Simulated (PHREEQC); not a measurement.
PHREEQC input (ion-association model, phreeqc.dat):

```
SOLUTION 1
  temp 25
  units mol/kgw
  pH 7 charge
  Cl 0.192
  Ca 0.096
END
SELECTED_OUTPUT 1
  -reset false
  -pH true
  -pe true
  -ionic_strength true
  -water true
  -totals Ca Cl Hdg
  -molalities H+ Ca+2 Cl- OH- CaOH+
USER_PUNCH 1
  -headings p_Hdg(g) phi_Hdg(g) p_H2O(g) phi_H2O(g) density
  10 PUNCH PR_P("Hdg(g)"), PR_PHI("Hdg(g)"), PR_P("H2O(g)"), PR_PHI("H2O(g)"), RHO
PRINT
  -reset false
USE solution 1
REACTION_TEMPERATURE 1
  10
GAS_PHASE 1
  -fixed_pressure
  -pressure 100
  -temperature 10
  -volume 20
  Hdg(g) 100
  H2O(g) 0
END
# ... the last block is repeated for the other 8 points of T (°C)
```

Selected output (columns that matter, 9 of 9 rows; T (°C) added in front):

```
T (°C)	pH	mu	Ca	Cl	Hdg	m_H+	m_Ca+2	m_Cl-	m_OH-	p_Hdg(g)	phi_Hdg(g)	p_H2O(g)	phi_H2O(g)	density
10	7.0276	0.28808	0.096028	0.19206	0.075203	1.1904e-07	0.096028	0.19206	4.9882e-08	99.98	1.0302	0.019788	0.6661	1.0113
20	6.933	0.28815	0.09605	0.1921	0.069977	1.4845e-07	0.09605	0.1921	9.346e-08	99.964	1.0305	0.036148	0.68825	1.0096
30	6.8161	0.28826	0.096085	0.19217	0.066492	1.9498e-07	0.096085	0.19217	1.5353e-07	99.937	1.0307	0.063289	0.70859	1.0069
40	6.6909	0.28842	0.096139	0.19228	0.064335	2.611e-07	0.096139	0.19228	2.3049e-07	99.893	1.0308	0.10663	0.72719	1.0034
50	6.5673	0.28866	0.09622	0.19244	0.063232	3.4852e-07	0.09622	0.19244	3.2588e-07	99.826	1.0309	0.17351	0.74412	0.9992
60	6.4501	0.28901	0.096337	0.19267	0.062998	4.5861e-07	0.096337	0.19267	4.4163e-07	99.726	1.0309	0.27354	0.75941	0.99441
70	6.341	0.28951	0.096503	0.19301	0.063508	5.9233e-07	0.096502	0.19301	5.7937e-07	99.581	1.0308	0.41899	0.7731	0.98908
80	6.2407	0.2902	0.096732	0.19346	0.064675	7.5017e-07	0.096732	0.19346	7.4009e-07	99.375	1.0307	0.62511	0.78518	0.98324
90	6.1489	0.29113	0.097043	0.19409	0.066438	9.3195e-07	0.097043	0.19409	9.2396e-07	99.09	1.0306	0.91049	0.79567	0.97693
```

Species that the database lacks are ignored. At this temperature some constants are extrapolated from 25 °C, and those without enthalpy data are left unchanged.
